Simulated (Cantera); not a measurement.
A freely propagating, adiabatic, planar premixed flame of H2 : O2 : N2 = 1 : 0.312 : 1.17 (molar parts), unburnt at 550 K and 1.01 bar; multicomponent+Soret transport, grid criteria slope 0.08 and curve 0.16, no radiation.

Computed with Cantera and the H2/O2 subset of GRI-Mech 3.0, which has no nitrogen chemistry. Burning velocities carry a grid error of a few per cent, more on coarse grids.

x: mole fraction of selected species; z is measured from the peak of heat release.

| z (mm) | T (K) | u (m/s) | x H2 | x O2 | x O | x H | x H2O | x H2O2 |
|---|---|---|---|---|---|---|---|---|
| -1.26 | 550 | 7.35 | 0.403 | 0.126 | <1e-8 | <1e-8 | <1e-8 | <1e-8 |
| -0.839 | 550 | 7.35 | 0.403 | 0.126 | <1e-8 | <1e-8 | <1e-8 | <1e-8 |
| -0.629 | 550 | 7.35 | 0.403 | 0.126 | <1e-8 | <1e-8 | <1e-8 | <1e-8 |
| -0.419 | 550 | 7.35 | 0.403 | 0.126 | <1e-8 | 2.18e-8 | 1.27e-7 | <1e-8 |
| -0.210 | 569 | 7.50 | 0.393 | 0.127 | ? | 0.000181 | 0.000792 | 4.61e-6 |
| -0.105 | 802 | 10.3 | 0.354 | 0.122 | ? | 0.00795 | 0.0213 | 1.61e-5 |
| 0 | 1242 | 15.5 | 0.248 | 0.0780 | ? | 0.0500 | 0.112 | 3.06e-6 |
| 0.105 | 1539 | 19.1 | 0.154 | 0.0213 | ? | 0.0860 | 0.218 | 1.72e-6 |
| 0.210 | 1670 | 20.6 | 0.135 | 0.00667 | ? | 0.0878 | 0.247 | 1.11e-6 |
| 0.419 | 1802 | 22.1 | 0.138 | 0.00335 | ? | 0.0758 | 0.255 | 6.51e-7 |
| 0.839 | 1940 | 23.5 | 0.145 | 0.00230 | ? | 0.0598 | 0.260 | 3.48e-7 |
| 1.68 | 2074 | 24.9 | 0.152 | 0.00140 | ? | 0.0442 | 0.267 | 1.83e-7 |
| 3.36 | 2189 | 26.1 | 0.158 | 0.000733 | ? | 0.0306 | 0.273 | 9.96e-8 |

Problem. Fill in the missing entries.

Solution. 
- -0.210, x O: 9.46e-6
- -0.105, x O: 0.000336
- 0, x O: 0.00432
- 0.105, x O: 0.00612
- 0.210, x O: 0.00494
- 0.419, x O: 0.00399
- 0.839, x O: 0.00293
- 1.68, x O: 0.00184
- 3.36, x O: 0.000987
